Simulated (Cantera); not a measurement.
Cantera run:

```python
import numpy as np
import cantera as ct

gas_names = """
    Cu CuO Cu2 H HNO HNO2 HNO3 HO2 H2 H2O H2O2 N NH NH2 NH3 NH2OH NO NO2 NO3 N2 N2H2 N2H4 N2O O OH O2 O3
""".split()
cond_names = """
    Cu(cr) Cu(L) CuO(s) CuO2H2(s) Cu2O(s) Cu2O(L) H2O(s) H2O(L)
""".split()


# ... load() reads the species with a 1 bar reference pressure and builds the phases ...
atoms = {
    'Cu': {'Cu': 1},
    'O2': {'O': 2},
    'N2': {'N': 2},
    'H2O': {'H': 2, 'O': 1},
}
top_T = {'CuO(s)': 1390}  # K; cautious upper limits of use, not melting points


# ... equilibrate(T, P, feed) seeds the gas with the atoms and calls Mixture.equilibrate('TP', solver="vcs", rtol=1e-11, max_steps=5000) ...
results = []
feed = {'Cu': 1, 'O2': 0.23, 'N2': 49, 'H2O': 28}  # mol
T = 1475  # K
for P in [10, 61, 370, 2200, 13000, 82000, 500000, 3000000]:
    mix = equilibrate(T, P, feed)
    results.append((T, P, feed, dict(zip(mix.species_names, mix.species_moles))))
    x = sorted(zip(gas.X, gas.species_names), reverse=True)
    print(f"T = {T:g} K  P = {P:g} Pa  gas = {mix.phase_moles(0):.4g} mol")
    print("   x: " + "  ".join(f"{s} {v:.3e}" for v, s in x if v > 0.0001))
    print("   condensed (mol): " + ("  ".join(f"{mix.phase(i).name} {mix.phase_moles(i):.4g}"
          for i in range(1, mix.n_phases) if mix.phase_moles(i) > 1e-12) or "none"))
```

Result:

```
T = 1475 K  P = 10 Pa  gas = 78.27 mol
   x: N2 6.259e-01  H2O 3.566e-01  Cu 1.277e-02  O2 3.200e-03  H2 8.489e-04  OH 4.160e-04  NO 1.189e-04
   condensed (mol): none
T = 1475 K  P = 61 Pa  gas = 77.93 mol
   x: N2 6.287e-01  H2O 3.588e-01  Cu 8.785e-03  O2 3.005e-03  H2 3.568e-04  OH 2.614e-04  NO 1.154e-04
   condensed (mol): Cu(L) 0.3147
T = 1475 K  P = 370 Pa  gas = 77.35 mol
   x: N2 6.334e-01  H2O 3.618e-01  O2 2.947e-03  Cu 1.448e-03  OH 1.664e-04  H2 1.475e-04  NO 1.148e-04
   condensed (mol): Cu(L) 0.8878
T = 1475 K  P = 2200 Pa  gas = 77.24 mol
   x: N2 6.344e-01  H2O 3.624e-01  O2 2.703e-03  Cu 2.436e-04  NO 1.100e-04  OH 1.044e-04
   condensed (mol): Cu(L) 0.9117  Cu2O(s) 0.03471
T = 1475 K  P = 13000 Pa  gas = 77.04 mol
   x: N2 6.360e-01  H2O 3.634e-01  O2 4.575e-04
   condensed (mol): Cu(L) 0.2183  Cu2O(s) 0.3892
T = 1475 K  P = 82000 Pa  gas = 77.01 mol
   x: N2 6.363e-01  H2O 3.635e-01
   condensed (mol): Cu(L) 0.09616  Cu2O(s) 0.4517
T = 1475 K  P = 500000 Pa  gas = 77 mol
   x: N2 6.363e-01  H2O 3.636e-01
   condensed (mol): Cu(L) 0.07546  Cu2O(s) 0.4622
T = 1475 K  P = 3e+06 Pa  gas = 77 mol
   x: N2 6.364e-01  H2O 3.636e-01
   condensed (mol): Cu(L) 0.0715  Cu2O(s) 0.4642
```

Cantera equilibrium calculation (NASA polynomials, part measured and part estimated; ideal gas, pure solids and liquids). Mutual solubility and eutectic melting of coexisting phases are not modelled.
